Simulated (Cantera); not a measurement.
**NO annealing gas**

A perfectly stirred reactor is fed with NO : N2 = 1 : 3.3 (molar parts), at 20.0 Torr; it is held at 2075 K, and followed from long to short residence time.

Model: GRI-Mech 3.0 (53 species, 325 reactions), integrated in Cantera. Radical loss at walls, strong at low pressure, is not modelled.

| τ (s) | x NO | x NO2 | x N2O | x O2 | x O | x N2 |
|---|---|---|---|---|---|---|
| 1.2 | 0.200 | 1.37e-5 | 1.50e-5 | 0.0155 | 0.00102 | 0.783 |
| 0.40 | 0.224 | 8.76e-6 | 2.03e-5 | 0.00388 | 0.000634 | 0.771 |
| 0.13 | 0.230 | 5.47e-6 | 2.20e-5 | 0.000802 | 0.000390 | 0.768 |
| 0.042 | 0.232 | 2.75e-6 | 2.07e-5 | 0.000115 | 0.000182 | 0.768 |
| 0.014 | 0.232 | 9.34e-7 | 1.57e-5 | 1.19e-5 | 6.09e-5 | 0.767 |
| 0.0044 | 0.233 | 2.13e-7 | 8.47e-6 | 9.63e-7 | 1.62e-5 | 0.767 |
| 0.0014 | 0.233 | 3.87e-8 | 3.45e-6 | 8.30e-8 | 4.44e-6 | 0.767 |
x: mole fraction; the columns are a selection and need not sum to one.
